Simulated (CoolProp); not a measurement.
Values from CoolProp's reference Helmholtz-energy equation of state, Akasaka 2022.

Problem. For R1233zd(E), give the phase and the density (kg/m³), cp (kJ/(kg K)), cv (kJ/(kg K)), expansivity (1/kK) at 396.1 K and 0.224 MPa; 258.3 K and 9.84 MPa; 231.6 K and 0.182 MPa.

Solution. 
- 396.1 K and 0.224 MPa: gas; density 9.17, cp 0.936, cv 0.861, expansivity 2.82
- 258.3 K and 9.84 MPa: liquid; density 1370, cp 1.10, cv 0.771, expansivity 1.48
- 231.6 K and 0.182 MPa: liquid; density 1410, cp 1.06, cv 0.735, expansivity 1.49
